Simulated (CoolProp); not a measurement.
c-C4F8 (RC318) along the isotherm 226.85 °C: fugacity coefficient from the reference equation and from simpler models built on Tc = 115.2 °C, pc = 2.778 MPa, ω = 0.355; each cubic takes its own stable root.

Values from CoolProp's reference Helmholtz-energy equation of state, Platzer 1990. This equation is an older, rougher fit; its heat capacities, sound speeds and derivatives of the liquid may be far off and weren't checked against measurements.

| p (MPa) | phase | reference |
|---|---|---|
| 1.07 | gas | 0.9512 |
| 2.14 | gas | 0.9044 |
| 3.2 | supercritical | 0.8604 |
| 4.27 | supercritical | 0.8187 |
| 5.34 | supercritical | 0.7801 |
| 6.41 | supercritical | 0.7450 |
| 7.48 | supercritical | 0.7138 |
| 8.55 | supercritical | 0.6867 |
| 9.61 | supercritical | 0.6638 |
| 10.7 | supercritical | 0.6442 |
| 11.8 | supercritical | 0.6278 |
| 12.8 | supercritical | 0.6155 |
| 13.9 | supercritical | 0.6046 |

### Question
How far does each simpler model (Redlich-Kwong, Soave-Redlich-Kwong, Peng-Robinson) lie from the reference over these 13 states: mean and median of the absolute difference, and the worst?

### Answer
- Redlich-Kwong: mean 7.3 %, median 8.2 %, worst -10.9 % at 226.85 °C and 13.9 MPa
- Soave-Redlich-Kwong: mean 3.5 %, median 3.4 %, worst +7.0 % at 226.85 °C and 13.9 MPa
- Peng-Robinson: mean 2.2 %, median 2.3 %, worst -2.6 % at 226.85 °C and 6.41 MPa
